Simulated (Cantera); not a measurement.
Reactions in the system Ba-Br-H-N

Cantera with NASA thermochemical tables; ideal gases at 1 bar, condensed phases pure. Values are per mole of reaction as written; species without (g) are pure solids or liquids, kept so even where they would boil at 1 bar.

2 N(g) + 3 Ba + 6 HBr(g) → 2 NH3(g) + 3 BaBr2

```tsv
T (K)	ΔH° (kJ)	ΔS° (J/K)	ΔG° (kJ)	log10 K	condensed phases
300	-3091.8	-854.7	-2835.4	493.67	Ba(s), BaBr2(s)
1125	-3095.9	-852.6	-2136.8	99.21	Ba(l), BaBr2(s)
1150	-2998.4	-766.2	-2117.2	96.17	Ba(l), BaBr2(l)
1175	-2996.5	-764.6	-2098.1	93.27	Ba(l), BaBr2(l)
1200	-2994.7	-763.1	-2079.0	90.49	Ba(l), BaBr2(l)
1225	-2992.9	-761.6	-2059.9	87.84	Ba(l), BaBr2(l)
1250	-2991.0	-760.1	-2040.9	85.28	Ba(l), BaBr2(l)
```
